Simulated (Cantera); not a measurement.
Standard-state values (1 bar) from the NASA 1993 polynomials, evaluated with Cantera. Values are per mole of reaction as written; species without (g) are pure solids or liquids, kept so even where they would boil at 1 bar.

5 H₂(g) + 2 V₂O₅ ⇌ 4 V + 10 OH(g)

```
T (K)  ΔH° (kJ)  ΔS° (J/K)  ΔG° (kJ)  log10 K  condensed phases
-----  --------  ---------  --------  -------  ----------------
300      3494.7     1038.5    3183.1  -554.22     V₂O₅(s), V(s)
750      3466.1      985.7    2726.9  -189.91     V₂O₅(s), V(s)
950           …          …         …        …     V₂O₅(l), V(s)
1150          …          …         …        …     V₂O₅(l), V(s)
1350          …          …         …        …     V₂O₅(l), V(s)
1550     3265.2      782.9    2051.7   -69.14     V₂O₅(l), V(s)
1750     3252.2      775.0    1896.0   -56.59     V₂O₅(l), V(s)
1950          …          …         …        …     V₂O₅(l), V(s)
2150     3234.2      765.6    1588.1   -38.58     V₂O₅(l), V(s)
2350     3321.6      805.6    1428.5   -31.75     V₂O₅(l), V(l)
2550     3318.5      804.3    1267.5   -25.96     V₂O₅(l), V(l)
```

Task: What belongs in the gaps?

Result: 
- 950, ΔH° (kJ): 3319.1
- 950, ΔS° (J/K): 827.6
- 950, ΔG° (kJ): 2532.8
- 950, log10 K: -139.26
- 1150, ΔH° (kJ): 3298.6
- 1150, ΔS° (J/K): 808.0
- 1150, ΔG° (kJ): 2369.4
- 1150, log10 K: -107.62
- 1350, ΔH° (kJ): 3280.7
- 1350, ΔS° (J/K): 793.6
- 1350, ΔG° (kJ): 2209.3
- 1350, log10 K: -85.48
- 1950, ΔH° (kJ): 3241.8
- 1950, ΔS° (J/K): 769.3
- 1950, ΔG° (kJ): 1741.6
- 1950, log10 K: -46.65
